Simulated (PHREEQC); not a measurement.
A column of 1 m (40 cells, dispersivity 0.05 m, 300 s a shift, diffusion coefficient 3e-10 m²/s) holds 0.2 eq of the database's cation exchanger X per kg of pore water, first in equilibrium with 1.4 mmol/kgw KBr and 0.01 mmol/kgw HCl. It is flushed with 50 mmol/kgw (NH4)2SO4, 82 mmol/kgw MgCl2 and 0.01 mmol/kgw HCl, at 25 °C. Values are for the last cell. CO2 from the air is kept out. Nothing may precipitate in this run.

The series has 33 steps of pore volumes, from 0 to 4.013.

Computed with PHREEQC (ion-association model, phreeqc.dat).

Question: After how many pore volumes does NH4 at the outlet first reach half of its feed value?

Answer: By 2.0 pore volumes.

Question: After how many pore volumes does Mg at the outlet first reach half of its feed value?

Answer: By 1.4 pore volumes.

Question: After how many pore volumes does S at the outlet first reach half of its feed value?

Answer: By 1.0 pore volumes.

Species that the database lacks are ignored.
